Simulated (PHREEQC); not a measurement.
A column of 0.5 m (40 cells, dispersivity 0.025 m, 60 s a shift, diffusion coefficient 3e-10 m²/s) holds 0.24 eq of the database's cation exchanger X per kg of pore water, first in equilibrium with 0.0011 mol/kgw NH4Cl and 1e-05 mol/kgw HCl. It is flushed with 53 mmol/kgw SrCl2, 1 mmol/kgw NaCl and 0.01 mmol/kgw HCl, at 25 °C. Values are for the last cell. The system is closed to CO2. Nothing may precipitate in this run.

The series has 32 steps of pore volumes, from 0 to 6.987.

Equilibrium calculation in PHREEQC: ion-association model, phreeqc.dat.

Task: After how many pore volumes does Sr at the outlet first reach half of its feed value?

Result: By 3.2 pore volumes.

Task: After how many pore volumes does Na at the outlet first reach half of its feed value?

Result: By 1.6 pore volumes.
